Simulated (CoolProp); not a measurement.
Saturated liquid density (kg/m³) of c-C4F8 (RC318): the reference equation beside estimates from Tc = 388.4 K, pc = 2.778 MPa, ω = 0.355. Rackett uses Z = 0.29056 − 0.08775 ω.

Computed with CoolProp (reference Helmholtz-energy equation of state, Platzer 1990). This equation is an older, rougher fit; its heat capacities, sound speeds and derivatives of the liquid may be far off and weren't checked against measurements.

| T (K) | reference | Rackett | Redlich-Kwong |
|---|---|---|---|
| 286.9 | 1542 | 1664 | 1362 |
| 289.6 | 1532 | 1652 | 1351 |
| 292.3 | 1522 | 1640 | 1339 |
| 295.1 | 1510 | 1628 | 1327 |
| 297.8 | 1500 | 1616 | 1314 |
| 300.6 | 1488 | 1603 | 1302 |
| 303.3 | 1477 | 1590 | 1289 |
| 306.1 | 1465 | 1577 | 1276 |
| 308.8 | 1454 | 1564 | 1262 |
| 311.5 | 1442 | 1551 | 1249 |
| 314.3 | 1430 | 1537 | 1235 |
| 317 | 1418 | 1524 | 1221 |
| 319.8 | 1405 | 1509 | 1206 |
| 322.5 | 1393 | 1495 | 1192 |

Absolute difference from the reference over all 14 rows, mean and median: Rackett 7.6 and 7.6 %, Redlich-Kwong 12.9 and 12.8 %.
